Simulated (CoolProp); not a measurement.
A Linde-Hampson liquefier for ethylene: isothermal reversible compression at 290 K from 1 atm to 40 MPa, throttling to 1 atm, return gas leaving the recuperator 10 K below the feed. Each further row changes one setting.

Model: reference Helmholtz-energy equation of state, Smukala 2000, in CoolProp.

| case | liquid yield per pass | compression work (kJ/kg of gas) |
|---|---|---|
| as stated | 0.489 | 395 |
| high pressure 80 MPa | (withheld) | (withheld) |
| warm-end temperature 320 K | 0.414 | (withheld) |
| warm-end gap 15 K | (withheld) | 395 |

Question: What belongs in the gaps?

Answer: 
- high pressure 80 MPa, liquid yield per pass: 0.434
- high pressure 80 MPa, compression work (kJ/kg of gas): 476
- warm-end temperature 320 K, compression work (kJ/kg of gas): 468
- warm-end gap 15 K, liquid yield per pass: 0.483
